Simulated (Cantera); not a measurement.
**Stirred combustor or abatement burner**

A perfectly stirred reactor is fed with 9.06 % CH4, 14.5 % O2, 68.1 % N2, 8.33 % CO2, equivalence ratio 1.2, at 1.00 atm; it is adiabatic with a 675 K inlet, and is followed from long to short residence time, starting on the burning branch (τ in s: 0.21, 0.094, 0.043, 0.02, 0.0089, 0.0041, 0.0018, 0.00084, 0.00038, 0.00018, 8e-05, 3.6e-05, 1.7e-05).

Cantera simulation using GRI-Mech 3.0 (53 species, 325 reactions); the numbers are that mechanism's predictions, not measurements.

```
τ (s)    T (K)     x CH4      x O2   x CO2      x OH      x NO   x CH2O
-------  -----  --------  --------  ------  --------  --------  -------
0.21      1988   1.32e-5  0.000162   0.114  0.000686  0.000161  9.29e-7
0.094     1983   1.75e-5  0.000284   0.114  0.000925  0.000182  1.46e-6
0.043     1976   2.40e-5  0.000486   0.113   0.00123  0.000197  2.26e-6
0.020     1966   3.46e-5  0.000810   0.113   0.00159  0.000202  3.49e-6
0.0089    1951   5.42e-5   0.00135   0.112   0.00202  0.000197  5.62e-6
0.0041    1933   8.87e-5   0.00213   0.111   0.00245  0.000180  9.14e-6
0.0018    1908  0.000162   0.00334   0.109   0.00285  0.000152  1.61e-5
0.00084   1879  0.000309   0.00501   0.107   0.00305  0.000120  2.92e-5
0.00038   1841  0.000720   0.00814   0.104   0.00284   8.23e-5  6.25e-5
0.00018    675    0.0906     0.145  0.0833    <1e-12    <1e-12   <1e-12
8.0e-5     675    0.0906     0.145  0.0833    <1e-12    <1e-12   <1e-12
3.6e-5     675    0.0906     0.145  0.0833    <1e-12    <1e-12   <1e-12
1.7e-5     675    0.0906     0.145  0.0833    <1e-12    <1e-12   <1e-12
```
x: mole fraction; the columns are a selection and need not sum to one.
